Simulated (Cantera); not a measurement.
Cantera run, input and output.

```python
import numpy as np
import cantera as ct

gas = ct.Solution("gri30.yaml")


def delay(T, t_max=10):
    gas.TPX = T, 2600000, {'CH4': 1, 'C2H6': 0.23, 'O2': 1.34, 'N2': 5.02}
    reactor = ct.IdealGasReactor(gas, clone=False)
    net = ct.ReactorNet([reactor])
    net.rtol, net.atol = 1e-8, 1e-16
    while net.time < t_max:
        t_old, T_old = net.time, reactor.T
        net.step()
        if reactor.T > T + 400:  # ignition: a rise of 400 K
            return t_old + (T + 400 - T_old) / (reactor.T - T_old) * (net.time - t_old)
    return np.nan


taus = []
for T in [1200, 1300, 1400, 1500, 1600, 1700, 1800, 1900, 2000, 2100]:
    taus.append(delay(T))
    print(f"T0 = {T:6g} K   tau = {taus[-1]:.4e} s")
```

Output:

```
T0 =   1200 K   tau = 2.9909e-04 s
T0 =   1300 K   tau = 8.9820e-05 s
T0 =   1400 K   tau = 3.4243e-05 s
T0 =   1500 K   tau = 1.5335e-05 s
T0 =   1600 K   tau = 7.5476e-06 s
T0 =   1700 K   tau = 3.9549e-06 s
T0 =   1800 K   tau = 2.1950e-06 s
T0 =   1900 K   tau = 1.2959e-06 s
T0 =   2000 K   tau = 8.1565e-07 s
T0 =   2100 K   tau = 5.4576e-07 s
```

Cantera simulation using GRI-Mech 3.0 (53 species, 325 reactions); the numbers are that mechanism's predictions, not measurements. The pressure lies above the range GRI-Mech 3.0 was tuned for (to about 10 atm).
